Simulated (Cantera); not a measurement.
An isothermal plug-flow reactor at 725 K and 1.48 atm (inlet), inlet velocity 4.5 m/s, active area per volume 3300 1/m; feed 1.79 % H₂, 11.6 % O₂, 83.3 % N₂, 3.27 % H₂O, equivalence ratio 0.077.

Detailed kinetics in Cantera: Deutschmann's 1995 Pt surface mechanism with GRI-Mech 3.0 gas chemistry. Catalytic surfaces can have several steady states; this one follows from the mechanism file's or the stated starting coverage. Mass transfer to the wall is taken as infinitely fast.

One state of this run: x H₂ = 0.00139; x O₂ = 0.109; x H₂O = 0.0497; θ free Pt = 0.0261; θ O* = 0.967; θ OH* = 0.00722. x: gas mole fraction; θ: surface coverage.

**Question.** Which value of z (m) does it belong to?
A) 0.0016
B) 0.016
C) 0.0034
D) 0.034

**Answer.** A, 0.0016
